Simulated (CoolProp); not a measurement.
Vapour-liquid equilibrium of R143a (1) + R152A (2) at 281.1 K; x and y are mole fractions of (1).

Values from CoolProp's multi-fluid Helmholtz-energy mixture model, Lemmon and Jacobsen 2000 and Outcalt 1996; pair parameters Bell 2016.

```
x     bubble pressure, mixture model (bar)  bubble pressure, Raoult's law (bar)  y, mixture model  y, Raoult's law
----  ------------------------------------  -----------------------------------  ----------------  ---------------
0.05                                 3.766                                3.701             0.114            0.106
0.15                                 4.299                                4.140             0.291            0.285
0.25                                 4.789                                4.580             0.424            0.430
0.35                                 5.247                                5.020             0.532            0.549
0.45                                 5.681                                5.460             0.623            0.649
0.55                                 6.098                                5.900             0.703            0.734
0.65                                 6.502                                6.339             0.776            0.808
0.75                                 6.899                                6.779             0.843            0.872
0.85                                 7.292                                7.219             0.907            0.928
0.95                                 7.683                                7.659             0.969            0.977
```

The largest gap from Raoult's law is +4.6 % in bubble pressure, at x = 0.25. No azeotrope shows between x = 0.05 and 0.95.

Pair parameters are fitted to limited data, so mixtures are less certain than the pure fluids.
